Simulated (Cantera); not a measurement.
Standard-state values (1 bar) from the NASA 1993 polynomials, evaluated with Cantera. Values are per mole of reaction as written; species without (g) are pure solids or liquids, kept so even where they would boil at 1 bar. NbO: taken at fixed stoichiometry.

### Question
Between 2823 and 2973 K, where is each reaction favourable under standard conditions?
- 3 NbO₂ + N₂O(g) ⇌ 2 NO₂(g) + 3 NbO
- N₂O(g) + Nb₂O₅ ⇌ 2 NbO₂(g) + 2 NO(g)

### Answer
- 3 NbO₂ + N₂O(g) ⇌ 2 NO₂(g) + 3 NbO: ΔG° is 597 kJ at 2823 K and 576 kJ at 2973 K; it stays positive (K < 1). ΔH° is 995 kJ and ΔS° 141 J/K at 2973 K.
- N₂O(g) + Nb₂O₅ ⇌ 2 NbO₂(g) + 2 NO(g): ΔG° is 119 kJ at 2823 K and 57 kJ at 2973 K; it stays positive (K < 1). ΔH° is 1288 kJ and ΔS° 414 J/K at 2973 K.
